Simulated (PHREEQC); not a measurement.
City or well water: speciation

Model water analysis in mg/L, 25 °C, pH 6.24, pe 11.8:

```csv
constituent,mg/L
Na,10.9
K,2.43
Ca,10.7
Mg,1.36
Cl,26.7
S(6) as SO4,10
Alkalinity as HCO3,14.7
Cd,0.0261
```

Valence states are taken as typed.

The numbers come from PHREEQC with the ion-association model, wateq4f.dat.

No solid was allowed to form.

Problem. What charge-balance error does the model give?

Solution. charge-balance error -0.8 %.

Problem. In which forms is Cd present?

Solution. Cd+2 92 %, CdCl+ 5.5 %, CdSO4 1.8 %, CdHCO3+ 0.6 % of the Cd.
